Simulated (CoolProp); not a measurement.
The fluid at 248 K and 0.0414 MPa expands adiabatically to 0.00351 MPa with isentropic efficiency 0.8. The same conditions are run with several fluids, on thermodynamics alone (safety and materials aside).

Values from CoolProp's reference Helmholtz-energy equation of state of each fluid (sulfur dioxide: Gao 2016; CF4 (R14): Platzer 1990; propane: Lemmon 2009; R152A: Outcalt 1996). The equations of Platzer and Polt are older, rougher fits.

| fluid | work (kJ/kg) | final temperature (K) | final phase | final density (kg/m³) |
|---|---|---|---|---|
| sulfur dioxide | 54.2 | 206.6 | two-phase, vapour fraction 0.928 | 0.141 |
| CF4 (R14) | 37.8 | 180.1 | gas | 0.206 |
| propane | 77.5 | 189.0 | gas | 0.0987 |
| R152A | 51.9 | 192.9 | two-phase, vapour fraction 0.981 | 0.148 |
